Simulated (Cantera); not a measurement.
Reactions in the system H-N-Nb-O

Source: NASA polynomial tables (part measured, part estimated), evaluated in Cantera. Values are per mole of reaction as written; species without (g) are pure solids or liquids, kept so even where they would boil at 1 bar.

3 Nb2O5 + 2 NH3(g) → 3 H2O(g) + 6 NbO2 + 2 N(g)

| T (K) | ΔH° (kJ) | ΔS° (J/K) | ΔG° (kJ) | log10 K | condensed phases |
|---|---|---|---|---|---|
| 300 | 1240.7 | 402.5 | 1120.0 | -195.00 | Nb2O5(s), NbO2(s) |
| 650 | 1245.0 | 413.0 | 976.5 | -78.47 | Nb2O5(s), NbO2(s) |
| 800 | 1246.8 | 415.4 | 914.4 | -59.71 | Nb2O5(s), NbO2(s) |
| 950 | 1252.0 | 421.4 | 851.7 | -46.83 | Nb2O5(s), NbO2(s) |
| 1100 | 1281.0 | 448.4 | 787.8 | -37.41 | Nb2O5(s), NbO2(s) |
| 1250 | 1289.2 | 455.6 | 719.8 | -30.08 | Nb2O5(s), NbO2(s) |
| 1400 | 1290.7 | 456.7 | 651.4 | -24.30 | Nb2O5(s), NbO2(s) |
| 1550 | 1291.6 | 457.3 | 582.8 | -19.64 | Nb2O5(s), NbO2(s) |
| 1700 | 1292.1 | 457.6 | 514.2 | -15.80 | Nb2O5(s), NbO2(s) |
| 1850 | 967.9 | 276.1 | 457.2 | -12.91 | Nb2O5(l), NbO2(s) |
| 2000 | 941.5 | 262.3 | 416.8 | -10.89 | Nb2O5(l), NbO2(s) |
| 2150 | 915.1 | 249.6 | 378.4 | -9.19 | Nb2O5(l), NbO2(s) |
